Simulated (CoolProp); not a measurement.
Carbon monoxide along the isotherm -128.05 °C: Z from the reference equation and from simpler models built on Tc = -140.3 °C, pc = 3.498 MPa, ω = 0.050; each cubic takes its own stable root.

Values from CoolProp's reference Helmholtz-energy equation of state, Lemmon 2006. It is a short technical equation, of lower accuracy than the large ones.

```tsv
p (MPa)	phase	reference
0.0166	gas	0.9988
0.028	gas	0.9979
0.0473	gas	0.9965
0.0798	gas	0.9941
0.135	gas	0.9900
0.227	gas	0.9832
0.383	gas	0.9714
0.647	gas	0.9511
1.09	gas	0.9159
1.84	gas	0.8524
3.11	gas	0.7290
5.25	supercritical	0.4499
```

How far does each simpler model (van der Waals, Redlich-Kwong, Soave-Redlich-Kwong, Peng-Robinson) lie from the reference over these 12 states: mean and median of the absolute difference, and the worst?


- van der Waals: mean 0.6 %, median 0.2 %, worst -4.2 % at -128.05 °C and 5.25 MPa
- Redlich-Kwong: mean 0.3 %, median 0.1 %, worst +2.4 % at -128.05 °C and 5.25 MPa
- Soave-Redlich-Kwong: mean 0.5 %, median 0.0 %, worst +5.1 % at -128.05 °C and 5.25 MPa
- Peng-Robinson: mean 0.9 %, median 0.4 %, worst -3.8 % at -128.05 °C and 3.11 MPa
